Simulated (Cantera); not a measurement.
Stirred combustor or abatement burner

A perfectly stirred reactor is fed with CH4 : O2 : N2 = 1 : 1.33 : 5.01 (molar parts), equivalence ratio 1.5, at 10.0 bar; it is adiabatic with a 450 K inlet, and is followed from long to short residence time, starting on the burning branch (τ in s: 0.048, 0.022, 0.0099, 0.0045, 0.002, 0.00092, 0.00041, 0.00019, 8.5e-05, 3.8e-05).

Computed with Cantera and GRI-Mech 3.0 (53 species, 325 reactions).

| τ (s) | T (K) | x CH4 | x O2 | x O | x H2O2 | x C2H |
|---|---|---|---|---|---|---|
| 0.048 | 2017 | 0.00177 | 0.000121 | 1.37e-7 | 6.51e-9 | 2.38e-8 |
| 0.022 | 2021 | 0.00271 | 0.000249 | 2.25e-7 | 1.34e-8 | 5.54e-8 |
| 0.0099 | 2026 | 0.00388 | 0.000515 | 4.05e-7 | 2.83e-8 | 1.11e-7 |
| 0.0045 | 2028 | 0.00522 | 0.00104 | 7.59e-7 | 5.90e-8 | 1.91e-7 |
| 0.0020 | 2024 | 0.00681 | 0.00211 | 1.49e-6 | 1.27e-7 | 2.89e-7 |
| 0.00092 | 2010 | 0.00869 | 0.00417 | 2.91e-6 | 2.71e-7 | 3.73e-7 |
| 0.00041 | 1967 | 0.0117 | 0.00892 | 5.84e-6 | 6.47e-7 | 3.80e-7 |
| 0.00019 | 450 | 0.136 | 0.181 | <1e-12 | <1e-12 | <1e-12 |
| 8.5e-5 | 450 | 0.136 | 0.181 | <1e-12 | <1e-12 | <1e-12 |
| 3.8e-5 | 450 | 0.136 | 0.181 | <1e-12 | <1e-12 | <1e-12 |
x: mole fraction; the columns are a selection and need not sum to one.
